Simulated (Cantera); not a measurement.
**Equilibrium for silicon oxide and oxynitride deposition: SiCl4 + N2O + H2**

Input: 1 mol SiCl4, 3.6 mol N2O, a varied amount of H2, held at 650 K and 7800 Pa.

Cantera equilibrium calculation (NASA polynomials, part measured and part estimated; ideal gas, pure solids and liquids). Candidate condensed phases: H2O, NH4Cl, Si, SiO2, Si2N2O, Si3N4; 47 gas species. Kinetics and transport are ignored.

From 7.4 mol H2 to 75 mol H2 the condensed part is SiO2(α-quartz).

| n(H2) (mol) | log p H2 | log p HCl | log p N2 | log p H2O | log p NH3 | n SiO2(α-quartz) |
|---|---|---|---|---|---|---|
| 7.4 | -1.64 | -1.62 | -1.67 | -2.02 | -5.02 | 1.00 |
| 13 | -1.40 | -1.78 | -1.82 | -2.17 | -4.74 | 1.00 |
| 19 | -1.31 | -1.90 | -1.94 | -2.29 | -4.67 | 1.00 |
| 24 | -1.27 | -1.98 | -2.02 | -2.37 | -4.64 | 1.00 |
| 30 | -1.24 | -2.06 | -2.10 | -2.46 | -4.64 | 1.00 |
| 36 | -1.22 | -2.12 | -2.17 | -2.52 | -4.64 | 1.00 |
| 41 | -1.20 | -2.17 | -2.22 | -2.57 | -4.64 | 1.00 |
| 47 | -1.19 | -2.23 | -2.27 | -2.62 | -4.65 | 1.00 |
| 52 | -1.18 | -2.27 | -2.31 | -2.66 | -4.66 | 1.00 |
| 58 | -1.18 | -2.31 | -2.36 | -2.71 | -4.67 | 1.00 |
| 64 | -1.17 | -2.35 | -2.40 | -2.75 | -4.68 | 1.00 |
| 69 | -1.17 | -2.38 | -2.43 | -2.78 | -4.69 | 1.00 |
| 75 | -1.16 | -2.41 | -2.46 | -2.81 | -4.70 | 1.00 |
log p: log10 of the partial pressure in bar; n: condensed amount in mol.
